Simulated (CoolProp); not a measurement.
Propylene along the isotherm 143.85 °C: Z from the reference equation and from simpler models built on Tc = 91.1 °C, pc = 4555 kPa, ω = 0.146; each cubic takes its own stable root.

The numbers come from the reference Helmholtz-energy equation of state, Lemmon 2013 in CoolProp.

| p (kPa) | phase | reference | van der Waals | Redlich-Kwong |
|---|---|---|---|---|
| 3500 | gas | 0.8130 | 0.8103 | 0.8070 |
| 7010 | supercritical | 0.5864 | 0.5294 | 0.5762 |
| 10500 | supercritical | 0.4659 | 0.5151 | 0.4948 |
| 14000 | supercritical | 0.5042 | 0.6069 | 0.5422 |
| 17500 | supercritical | 0.5718 | 0.7078 | 0.6103 |
| 21000 | supercritical | 0.6455 | 0.8099 | 0.6828 |
| 24500 | supercritical | 0.7206 | 0.9116 | 0.7563 |
| 28000 | supercritical | 0.7956 | 1.012 | 0.8296 |
| 31500 | supercritical | 0.8703 | 1.112 | 0.9023 |
| 35000 | supercritical | 0.9442 | 1.211 | 0.9745 |
| 38500 | supercritical | 1.017 | 1.309 | 1.046 |
| 42000 | supercritical | 1.090 | 1.407 | 1.117 |
| 45500 | supercritical | 1.162 | 1.503 | 1.187 |
